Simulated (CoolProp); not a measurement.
Vapour pressure (bar) of n-perfluorobutane: the reference equation beside estimates from Tc = 113.2 °C, pc = 23.22 bar, ω = 0.372. Clausius-Clapeyron is anchored at 22.15 °C with a constant enthalpy of vaporisation of 21.23 kJ/mol.

The numbers come from the reference Helmholtz-energy equation of state, Gao 2022 in CoolProp.

```tsv
T (°C)	reference	Lee-Kesler	Clausius-Clapeyron	van der Waals	Redlich-Kwong	Soave-Redlich-Kwong	Peng-Robinson
-15.85	0.5603	0.5598	0.6795	3.594	1.315	0.5602	0.5644
-10.45	0.7127	0.7125	0.8332	4.009	1.582	0.7124	0.7153
-4.95	0.8995	0.9001	1.017	4.462	1.893	0.8994	0.9002
0.45	1.118	1.120	1.227	4.939	2.239	1.119	1.117
5.85	1.376	1.379	1.470	5.448	2.628	1.378	1.372
11.25	1.677	1.682	1.749	5.990	3.063	1.681	1.671
16.65	2.026	2.033	2.068	6.566	3.547	2.034	2.018
22.15	2.437	2.446	2.437	7.187	4.093	2.450	2.426
27.55	2.898	2.911	2.846	7.833	4.684	2.919	2.887
32.95	3.422	3.438	3.306	8.514	5.332	3.452	3.411
38.35	4.015	4.035	3.820	9.232	6.038	4.058	4.006
43.85	4.695	4.718	4.404	10.00	6.822	4.753	4.691
49.25	5.444	5.471	5.040	?	7.656	5.520	5.446
54.65	6.278	6.309	5.742	11.63	8.557	6.376	6.290
60.05	7.205	7.241	6.515	?	?	7.327	7.230
```

What belongs in the gaps?


- 49.25, van der Waals: 10.79
- 60.05, van der Waals: 12.50
- 60.05, Redlich-Kwong: 9.528

Absolute difference from the reference over all 15 rows, mean and median: Lee-Kesler 0.3 and 0.4 %, Clausius-Clapeyron 7.7 and 6.8 %, van der Waals 235.5 and 194.9 %, Redlich-Kwong 73.8 and 68.0 %, Soave-Redlich-Kwong 0.7 and 0.5 %, Peng-Robinson 0.3 and 0.3 %.
